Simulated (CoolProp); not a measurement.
Model: reference Helmholtz-energy equation of state, Lemmon 2006, in CoolProp. It is a short technical equation, of lower accuracy than the large ones.

### Question
For hydrogen sulfide, give the phase and the cv (kJ/(kg K)), Joule-Thomson coefficient (K/MPa), isothermal compressibility (1/MPa), expansivity (1/kK) at 70.75 °C and 121 bar; 159.65 °C and 121 bar; 174.45 °C and 121 bar.

### Answer
- 70.75 °C and 121 bar: liquid; cv 1.05, Joule-Thomson coefficient 0.368, isothermal compressibility 0.00781, expansivity 4.73
- 159.65 °C and 121 bar: supercritical; cv 0.976, Joule-Thomson coefficient 6.55, isothermal compressibility 0.131, expansivity 8.26
- 174.45 °C and 121 bar: supercritical; cv 0.955, Joule-Thomson coefficient 6.20, isothermal compressibility 0.119, expansivity 6.45
